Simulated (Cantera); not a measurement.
Charge: 1 mol SiCl4, 0.64 mol Cl2, 16 mol H2, equilibrated at 1248.15 K and 25000 Pa.

Equilibrium computed with Cantera from the NASA thermochemical tables; the gas is ideal and each condensed phase is pure. Candidate condensed phases: Si; 19 gas species. The tables' values for SiCl3 are old estimates; treat these amounts as uncertain. Kinetics and transport are ignored.

Base state: H2 0.845, HCl 0.0991, SiCl4 0.0349, SiHCl3 0.0105, SiCl2 0.00531, SiCl3 0.00507, SiH2Cl2 0.000429 (mole fractions); condensed: gas only.

Q: What changes in the equilibrium state with this change: temperature from 1248.15 K to 573 K?

A: 
```csv
species,before,after
H2,0.845,0.871
HCl,0.0991,0.0726
SiCl4,0.0349,0.0567
SiHCl3,0.0105,9.59e-6
SiCl2,0.00531,<1e-9
SiCl3,0.00507,<1e-9
SiH2Cl2,0.000429,<1e-9
```

Q: What changes in the equilibrium state with this change: temperature from 1248.15 K to 1325 K?

A: 
```
species    before     after
-------  --------  --------
H2          0.845     0.828
HCl        0.0991     0.117
SiCl4      0.0349    0.0246
SiCl2     0.00531    0.0137
SiHCl3     0.0105   0.00896
SiCl3     0.00507   0.00789
SiH2Cl2  0.000429  0.000467
```

Q: What changes in the equilibrium state with this change: pressure from 25000 Pa to 100000 Pa?

A: 
| species | before | after |
|---|---|---|
| H2 | 0.845 | 0.851 |
| HCl | 0.0991 | 0.0924 |
| SiCl4 | 0.0349 | 0.0387 |
| SiHCl3 | 0.0105 | 0.0126 |
| SiCl2 | 0.00531 | 0.00170 |
| SiCl3 | 0.00507 | 0.00302 |
| SiH2Cl2 | 0.000429 | 0.000554 |
